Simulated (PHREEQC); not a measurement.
A solution holds 0.0012 mol Cu(NO3)2 and 9.1e-05 mol FeCl3 per kg of water, at 25 °C. Closed to the air; pH follows from the charge balance.

All values are PHREEQC results (ion-association model, wateq4f.dat), not measurements.

Precipitation was switched off in this run.

Question: What pH, ionic strength does the model give?

Answer: pH 3.85; ionic strength 0.00391 mol/kgw.

Question: In which forms is Fe present?

Answer: Fe(OH)2+ 65 %, FeOH+2 34 %, Fe+3 1.0 % of the Fe.

The solution is supersaturated, for example in Fe(OH)3(a), Hematite (slow to form), so a real one may precipitate; this is no full list. Species that the database lacks are ignored.
